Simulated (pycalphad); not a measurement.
**Effect of Y content in Si-Y**

All values are pycalphad results on the COST 507 light-alloy database (1999) (1 atm), not direct measurements. These are 1990s assessments: newer ones move some temperatures and phases. Phase fractions are per mole of atoms.

```csv
alloy,liquidus (°C),first solid,solidus (°C),phases at 777 °C
Si-4.4Y (at.%),1370,diamond (Si),1212,"diamond (Si) 0.87, SI2Y_R 0.13"
Si-17.6Y (at.%),1379,SI2Y_H,1212,"SI2Y_R 0.53, diamond (Si) 0.47"
Si-26.4Y (at.%),[?],[?],1212,[?]
Si-35.2Y (at.%),1686,SIY,1520,"SI2Y_R 0.55, SI5Y3_H 0.45"
```

**Question.** What belongs in the gaps?

**Answer.** 
- Si-26.4Y (at.%), liquidus (°C): 1560
- Si-26.4Y (at.%), first solid: SI5Y3_H
- Si-26.4Y (at.%), phases at 777 °C: SI2Y_R 0.79, diamond (Si) 0.21

Database names, with the compositions (at.%) that they take in these runs: SI2Y_R: Si 67 Y 33; SI2Y_H: Si 67 Y 33; SI5Y3_H: Si 62 Y 38; SIY: Si 50 Y 50.
